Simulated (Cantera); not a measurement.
A Cantera script and what it prints.

```python
import numpy as np
import cantera as ct

gas_names = """
    S2 H2 H2S
""".split()
cond_names = """
    Ba(cr) Ba(L) BaS(s) Ni(cr) Ni(L) NiS2(s) NiS2(L) Ca(a) Ca(b) Ca(L) CaS(s) Ni3S4(s)
""".split()


# ... load() reads the species with a 1 bar reference pressure and builds the phases ...
species = {s.name: s for s in load("nasa_gas.yaml", gas_names) + load("nasa_condensed.yaml", cond_names)}
# Each term lists the table entries of one substance; the one whose range holds T is used.
reactions = {
    '2 Ba + S2(g) = 2 BaS':
        [(-2, ['Ba(cr)', 'Ba(L)']), (-1, ['S2']), (2, ['BaS(s)'])],
    '2 H2(g) + S2(g) = 2 H2S(g)':
        [(-2, ['H2']), (-1, ['S2']), (2, ['H2S'])],
    'Ni + S2(g) = NiS2':
        [(-1, ['Ni(cr)', 'Ni(L)']), (-1, ['S2']), (1, ['NiS2(s)', 'NiS2(L)'])],
    '2 Ca + S2(g) = 2 CaS':
        [(-2, ['Ca(a)', 'Ca(b)', 'Ca(L)']), (-1, ['S2']), (2, ['CaS(s)'])],
    '1.5 Ni + S2(g) = 0.5 Ni3S4':
        [(-1.5, ['Ni(cr)', 'Ni(L)']), (-1, ['S2']), (0.5, ['Ni3S4(s)'])],
}


def pick(names, T):
    return next(species[n] for n in names if species[n].thermo.min_temp <= T <= species[n].thermo.max_temp)


results = []
for label, terms in reactions.items():
    print(label)
    print("     T/K   dH/kJ  dS/(J/K)   dG/kJ   log10 K")
    for T in [350, 375, 400, 425, 450, 475, 500, 525, 550, 575, 600]:
        used = [(nu, pick(names, T)) for nu, names in terms]
        dH = sum(nu * s.thermo.h(T) for nu, s in used) / 1e6
        dS = sum(nu * s.thermo.s(T) for nu, s in used) / 1e3
        dG = dH - T * dS / 1e3
        logK = -dG * 1e6 / (ct.gas_constant * T * np.log(10))
        results.append((label, T, dH, dS, dG, logK, [s.name for _, s in used]))
        print(f"{T:8g} {dH:8.1f} {dS:8.1f} {dG:8.1f} {logK:8.2f}")
```

It prints:

```
2 Ba + S2(g) = 2 BaS
     T/K   dH/kJ  dS/(J/K)   dG/kJ   log10 K
     350  -1055.1   -194.7   -987.0   147.29
     375  -1054.9   -194.0   -982.1   136.80
     400  -1054.6   -193.5   -977.3   127.61
     425  -1054.4   -193.0   -972.4   119.51
     450  -1054.2   -192.5   -967.6   112.31
     475  -1054.0   -192.1   -962.8   105.87
     500  -1053.8   -191.7   -958.0   100.08
     525  -1053.7   -191.3   -953.2    94.84
     550  -1053.5   -191.0   -948.4    90.07
     575  -1053.3   -190.7   -943.7    85.72
     600  -1053.2   -190.5   -938.9    81.74
2 H2(g) + S2(g) = 2 H2S(g)
     T/K   dH/kJ  dS/(J/K)   dG/kJ   log10 K
     350   -170.5    -81.6   -142.0    21.19
     375   -171.1    -83.2   -139.9    19.49
     400   -171.6    -84.5   -137.8    18.00
     425   -172.2    -85.8   -135.7    16.68
     450   -172.7    -87.0   -133.5    15.50
     475   -173.2    -88.1   -131.3    14.44
     500   -173.7    -89.1   -129.1    13.49
     525   -174.1    -90.0   -126.9    12.62
     550   -174.6    -90.9   -124.6    11.83
     575   -175.0    -91.6   -122.3    11.11
     600   -175.4    -92.4   -120.0    10.45
Ni + S2(g) = NiS2
     T/K   dH/kJ  dS/(J/K)   dG/kJ   log10 K
     350   -259.2   -184.4   -194.7    29.05
     375   -258.9   -183.6   -190.1    26.47
     400   -258.7   -183.0   -185.5    24.22
     425   -258.4   -182.4   -180.9    22.23
     450   -258.2   -181.8   -176.4    20.47
     475   -257.9   -181.3   -171.8    18.89
     500   -257.7   -180.8   -167.3    17.48
     525   -257.5   -180.4   -162.8    16.19
     550   -257.3   -180.0   -158.3    15.03
     575   -257.1   -179.7   -153.8    13.97
     600   -256.9   -179.4   -149.3    13.00
2 Ca + S2(g) = 2 CaS
     T/K   dH/kJ  dS/(J/K)   dG/kJ   log10 K
     350  -1074.3   -198.5  -1004.8   149.96
     375  -1074.0   -197.7   -999.9   139.27
     400  -1073.8   -197.1   -994.9   129.92
     425  -1073.5   -196.5   -990.0   121.68
     450  -1073.3   -195.9   -985.1   114.35
     475  -1073.0   -195.4   -980.2   107.79
     500  -1072.8   -195.0   -975.3   101.89
     525  -1072.6   -194.5   -970.5    96.56
     550  -1072.4   -194.2   -965.6    91.70
     575  -1072.2   -193.9   -960.8    87.28
     600  -1072.1   -193.6   -955.9    83.22
1.5 Ni + S2(g) = 0.5 Ni3S4
     T/K   dH/kJ  dS/(J/K)   dG/kJ   log10 K
     350   -278.4   -178.1   -216.1    32.24
     375   -278.1   -177.3   -211.6    29.48
     400   -277.8   -176.5   -207.2    27.06
     425   -277.5   -175.7   -202.8    24.92
     450   -277.1   -174.9   -198.4    23.03
     475   -276.7   -174.1   -194.0    21.34
     500   -276.3   -173.3   -189.7    19.82
     525   -275.9   -172.5   -185.4    18.44
     550   -275.5   -171.7   -181.1    17.20
     575   -275.1   -171.0   -176.8    16.06
     600   -274.7   -170.3   -172.5    15.02
```

Source: NASA polynomial tables (part measured, part estimated), evaluated in Cantera. Condensed species are held in their standard states even where they would react or evaporate.
